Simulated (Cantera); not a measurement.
Input: 1 mol BCl3, 1.3 mol NH3, 0.13 mol H2, at 7.50 Torr.

Equilibrium computed with Cantera from the NASA thermochemical tables; the gas is ideal and each condensed phase is pure. Candidate condensed phases: B, BN, NH4Cl; 21 gas species. Gases not in the tables: BHCl2. Rates play no part. All values below are at 1075 K.

Base state: HCl 0.804, H2 0.156, N2 0.0403, BCl3 0.000168 (mole fractions); condensed: BN(s).

Question: What changes in the equilibrium state with this change: BCl3 replaced by BF3?

Answer: 
| species | before | after |
|---|---|---|
| H2 | 0.156 | 0.548 |
| BF3 | 0 | 0.262 |
| N2 | 0.0403 | 0.171 |
| HCl | 0.804 | 0 |
| HF | 0 | 0.0183 |
| BCl3 | 0.000168 | 0 |
| BHF2 | 0 | 0.000123 |
| BN(s), mol | 0.999 | 0.0225 |
